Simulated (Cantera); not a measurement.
Charge: 1 mol CaCl2, 34 mol N2, held at 0.133 bar.

Cantera equilibrium calculation (NASA polynomials, part measured and part estimated; ideal gas, pure solids and liquids). Candidate condensed phases: Ca, CaCl2; 8 gas species. Rates play no part.

x: gas mole fraction; n: condensed amount in mol.

```tsv
T (°C)	x N2	x CaCl2	x Cl	x CaCl	n CaCl2(l)
802	1.000	2.04e-6	5.60e-12	5.59e-12	1.000
902	1.000	2.91e-5	2.15e-10	2.14e-10	0.999
1002	1.000	?	?	?	0.991
1102	0.998	0.00170	6.13e-8	6.11e-8	0.942
1202	0.992	?	?	?	?
1302	0.971	0.0286	3.74e-6	3.73e-6	0
1402	0.971	0.0286	1.13e-5	1.12e-5	0
```

Q: Some entries are withheld; supply them.

A: 
- 1202, x CaCl2: 0.00826
- 1202, x Cl: 5.72e-7
- 1202, x CaCl: 5.70e-7
- 1202, n CaCl2(l): 0.717
- 1002, x CaCl2: 0.000264
- 1002, x Cl: 4.56e-9
- 1002, x CaCl: 4.55e-9
